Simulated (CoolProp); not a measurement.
Vapour-liquid equilibrium of carbon dioxide (1) + isopentane (2) at -19.25 °C; x and y are mole fractions of (1).

Values from CoolProp's multi-fluid Helmholtz-energy mixture model, Span 1996 and Lemmon 2006; pair parameters Kunz 2012.

```json
[
 {"x": "0.05", "bubble pressure (MPa)": "0.1755", "y at the bubble point": "0.920", "dew pressure at overall composition x (MPa)": "0.01469", "liquid density (mol/L)": "9.354"},
 {"x": "0.125", "bubble pressure (MPa)": "0.4129", "y at the bubble point": "0.965", "dew pressure at overall composition x (MPa)": "0.01595", "liquid density (mol/L)": "9.748"},
 {"x": "0.2", "bubble pressure (MPa)": "0.6305", "y at the bubble point": "0.977", "dew pressure at overall composition x (MPa)": "0.01745", "liquid density (mol/L)": "10.20"},
 {"x": "0.275", "bubble pressure (MPa)": "0.8191", "y at the bubble point": "0.982", "dew pressure at overall composition x (MPa)": "0.01927", "liquid density (mol/L)": "10.72"},
 {"x": "0.35", "bubble pressure (MPa)": "0.9760", "y at the bubble point": "0.985", "dew pressure at overall composition x (MPa)": "0.02150", "liquid density (mol/L)": "11.32"},
 {"x": "0.425", "bubble pressure (MPa)": "1.104", "y at the bubble point": "0.987", "dew pressure at overall composition x (MPa)": "0.02431", "liquid density (mol/L)": "12.00"},
 {"x": "0.5", "bubble pressure (MPa)": "1.211", "y at the bubble point": "0.989", "dew pressure at overall composition x (MPa)": "0.02796", "liquid density (mol/L)": "12.80"},
 {"x": "0.575", "bubble pressure (MPa)": "1.306", "y at the bubble point": "0.990", "dew pressure at overall composition x (MPa)": "0.03291", "liquid density (mol/L)": "13.71"},
 {"x": "0.65", "bubble pressure (MPa)": "1.396", "y at the bubble point": "0.991", "dew pressure at overall composition x (MPa)": "0.03998", "liquid density (mol/L)": "14.79"},
 {"x": "0.725", "bubble pressure (MPa)": "1.493", "y at the bubble point": "0.992", "dew pressure at overall composition x (MPa)": "0.05091", "liquid density (mol/L)": "16.05"},
 {"x": "0.8", "bubble pressure (MPa)": "1.604", "y at the bubble point": "0.994", "dew pressure at overall composition x (MPa)": "0.07006", "liquid density (mol/L)": "17.55"},
 {"x": "0.875", "bubble pressure (MPa)": "1.735", "y at the bubble point": "0.996", "dew pressure at overall composition x (MPa)": "0.1124", "liquid density (mol/L)": "19.37"},
 {"x": "0.95", "bubble pressure (MPa)": "1.894", "y at the bubble point": "0.998", "dew pressure at overall composition x (MPa)": "0.2836", "liquid density (mol/L)": "21.59"}
]
```

No azeotrope shows between x = 0.05 and 0.95.

The pair parameters rest on a limited set of measurements; away from them the model extrapolates. The gap from Raoult's law changes sign with composition, which may be real or a fault of the pair parameters; it wasn't checked against measurements. With so large a gap from Raoult's law the liquid may split in two, which this calculation doesn't test in full.
